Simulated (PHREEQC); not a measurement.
A solution holds 0.024 mol ZnSO4, 7.7e-05 mol CuCl2 and 4.7e-05 mol NaHCO3 per kg of water, at 76 °C. Closed to the air; pH follows from the charge balance.

All values are PHREEQC results (ion-association model, phreeqc.dat), not measurements.

Precipitation was switched off in this run.

### Question
Order these S species by the share of S that they hold, largest first: Zn(SO4)2-2, CuSO4, SO4-2, ZnSO4.

### Answer
SO4-2 (53 %), ZnSO4 (40 %), Zn(SO4)2-2 (6.2 %), CuSO4 (0.12 %)

### Question
Order these C species by the share of C that they hold, largest first: CO2, HCO3-, CuHCO3+, ZnHCO3+, ZnCO3.

### Answer
CO2 (80 %), HCO3- (12 %), ZnHCO3+ (8.3 %), ZnCO3 (0.19 %), CuHCO3+ (0.12 %)

The pH is 5.39 and the ionic strength 0.0542 mol/kgw. Constants without temperature data keep their 25 °C values here.
